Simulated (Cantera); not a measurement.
A perfectly stirred reactor is fed with NH3 : H2 = 1 : 2.4 (molar parts), at 0.330 bar; it is held at 1950 K, and followed from long to short residence time.

Cantera simulation using the gas-phase N/H chemistry of the illustrative SiF4/NH3 mechanism in the Surface Chemkin manual (1991); the numbers are that mechanism's predictions, not measurements. Walls and surfaces, which speed up NH3 decomposition in real reactors, are not modelled.

One state of this run: x NH3 = 0.248; x H2 = 0.734; x H = 0.000400; x N2 = 0.0176; x NH2 = 0.000386; x N2H2 = 9.29e-7. x: mole fraction; the columns are a selection and need not sum to one.

Task: Which value of τ (s) does it belong to?
A. 0.13
B. 1.7
C. 0.00082
D. 0.037

Result: D, 0.037
